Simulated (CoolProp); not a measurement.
Vapour pressure (kPa) of nitrous oxide: the reference equation beside estimates from Tc = 309.5 K, pc = 7245 kPa, ω = 0.161. Clausius-Clapeyron is anchored at 225 K with a constant enthalpy of vaporisation of 14.23 kJ/mol.

Values from CoolProp's reference Helmholtz-energy equation of state, Lemmon 2006. It is a short technical equation, of lower accuracy than the large ones.

| T (K) | reference | Lee-Kesler | Clausius-Clapeyron | Soave-Redlich-Kwong | Peng-Robinson |
|---|---|---|---|---|---|
| 220.2 | 576.2 | 577.5 | 589.2 | 577.5 | 575.3 |
| 225 | 695.4 | 697.2 | 695.4 | 697.5 | 693.6 |
| 229.8 | 832.2 | 834.4 | 815.2 | 835.5 | 829.3 |
| 234.6 | 987.9 | 990.5 | 949.4 | 992.8 | 984.2 |
| 239.4 | 1164 | 1167 | 1099 | 1171 | 1160 |
| 244.2 | 1363 | 1365 | 1265 | 1372 | 1358 |
| 249 | 1585 | 1587 | 1448 | 1597 | 1580 |
| 253.9 | 1838 | 1840 | 1653 | 1854 | 1833 |
| 258.7 | 2113 | 2114 | 1873 | 2133 | 2109 |
| 263.5 | 2417 | 2417 | 2113 | 2442 | 2414 |
| 268.3 | 2751 | 2750 | 2373 | 2782 | 2752 |
| 273.1 | 3118 | 3116 | 2655 | 3155 | 3122 |
| 277.9 | 3520 | 3517 | 2958 | 3563 | 3528 |

Absolute difference from the reference over all 13 rows, mean and median: Lee-Kesler 0.1 and 0.1 %, Clausius-Clapeyron 8.3 and 8.6 %, Soave-Redlich-Kwong 0.8 and 0.8 %, Peng-Robinson 0.2 and 0.3 %.
